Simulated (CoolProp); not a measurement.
Vapour-liquid equilibrium of CHF3 (R23) (1) + propylene (2) at 239.6 K; x and y are mole fractions of (1).

Model: multi-fluid Helmholtz-energy mixture model, Penoncello 2003 and Lemmon 2013; pair parameters Bell 2016, in CoolProp.

Give the bubble pressure and the first vapour's composition at x = 0.15, 0.55, 0.85. Is there an azeotrope?

x = 0.15: 0.4439 MPa, y = 0.612; x = 0.55: 0.7452 MPa, y = 0.820; x = 0.85: 0.8517 MPa, y = 0.909. No azeotrope shows between x = 0.05 and 0.95.

Pair parameters are fitted to limited data, so mixtures are less certain than the pure fluids. With so large a gap from Raoult's law the liquid may split in two, which this calculation doesn't test in full.
